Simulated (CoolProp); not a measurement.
Water at 431.09 K and 0.2 MPa flows at 7.8 m/s in a round tube of 12.7 mm bore and 0.25 µm roughness, fully developed (64/Re and Nu = 3.66 if laminar; Colebrook and Gnielinski if turbulent). Each further row changes one setting.

Model: reference Helmholtz-energy equation of state, Wagner 2002, in CoolProp.

```csv
case,Reynolds number,Darcy friction factor,pressure drop (Pa/m),heat-transfer coefficient (W/(m² K)),mass flow (kg/h)
as stated,7000,0.0340,83.3,59.9,3.63
velocity 15.6 m/s,14000,0.0283,277,108,7.26
diameter 25.4 mm,14000,0.0283,34.6,53.9,14.5
```

Viscosity comes from a separate model (Huber 2009). Thermal conductivity comes from a separate model (Huber 2012).
